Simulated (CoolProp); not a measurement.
Vapour-liquid equilibrium of n-pentane (1) + benzene (2) at 0.931 MPa; x and y are mole fractions of (1).

The numbers come from the multi-fluid Helmholtz-energy mixture model, Thol 2019 and Thol 2012; pair parameters Bell 2016 in CoolProp.

Give the bubble temperature and the first vapour's composition at x = 0.2, 0.5, 0.95. Is there an azeotrope?

x = 0.2: 155.0 °C, y = 0.400; x = 0.5: 138.2 °C, y = 0.695; x = 0.95: 122.7 °C, y = 0.971. No azeotrope shows between x = 0.05 and 0.95.

Pair parameters are fitted to limited data, so mixtures are less certain than the pure fluids.
